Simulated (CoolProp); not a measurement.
Vapour-liquid equilibrium of cyclopropane (1) + R134a (2) at 306.9 K; x and y are mole fractions of (1).

Model: multi-fluid Helmholtz-energy mixture model, Polt 1992 and Tillner-Roth 1994; pair parameters Bell 2016, in CoolProp. This equation is an older, rougher fit; its heat capacities, sound speeds and derivatives of the liquid may be far off and weren't checked against measurements.

```json
[
 {"x": "0.05", "bubble pressure (bar)": "9.268", "y at the bubble point": "0.106", "dew pressure at overall composition x (bar)": "8.890", "liquid density (mol/L)": "11.53"},
 {"x": "0.2", "bubble pressure (bar)": "10.76", "y at the bubble point": "0.312", "dew pressure at overall composition x (bar)": "9.941", "liquid density (mol/L)": "11.69"},
 {"x": "0.35", "bubble pressure (bar)": "?", "y at the bubble point": "0.435", "dew pressure at overall composition x (bar)": "11.03", "liquid density (mol/L)": "11.93"},
 {"x": "0.5", "bubble pressure (bar)": "11.84", "y at the bubble point": "0.522", "dew pressure at overall composition x (bar)": "11.79", "liquid density (mol/L)": "12.27"},
 {"x": "0.65", "bubble pressure (bar)": "11.77", "y at the bubble point": "0.602", "dew pressure at overall composition x (bar)": "11.58", "liquid density (mol/L)": "12.75"},
 {"x": "0.8", "bubble pressure (bar)": "11.27", "y at the bubble point": "0.704", "dew pressure at overall composition x (bar)": "?", "liquid density (mol/L)": "13.36"},
 {"x": "0.95", "bubble pressure (bar)": "?", "y at the bubble point": "0.889", "dew pressure at overall composition x (bar)": "?", "liquid density (mol/L)": "?"}
]
```

Problem. What belongs in the gaps?

Solution. 
- 0.35, bubble pressure (bar): 11.54
- 0.8, dew pressure at overall composition x (bar): 10.58
- 0.95, bubble pressure (bar): 9.909
- 0.95, dew pressure at overall composition x (bar): 9.463
- 0.95, liquid density (mol/L): 14.11

y crosses x between x = 0.5 and 0.65: the model has an azeotrope there.

The pair parameters rest on a limited set of measurements; away from them the model extrapolates.
